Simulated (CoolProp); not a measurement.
R410A at several states: fugacity coefficient from the reference equation and from simpler models built on Tc = 344.5 K, pc = 4901 kPa, ω = 0.296; each cubic takes its own stable root.

Computed with CoolProp (reference Helmholtz-energy equation of state, Lemmon 2003). It is a pseudo-pure fit of the blend.

```tsv
T (K)	p (kPa)	phase	reference
495	594	gas	0.9886
369	21000	supercritical	0.3195
222.4	20.8	gas	0.9916
272.3	4680	liquid	0.1589
416.9	16.3	gas	0.9994
```

How far does each simpler model (van der Waals, Redlich-Kwong) lie from the reference over these 5 states: mean and median of the absolute difference, and the worst?


- van der Waals: mean 28.6 %, median 0.5 %, worst +123.1 % at 272.3 K and 4680 kPa
- Redlich-Kwong: mean 10.5 %, median 0.4 %, worst +43.4 % at 272.3 K and 4680 kPa
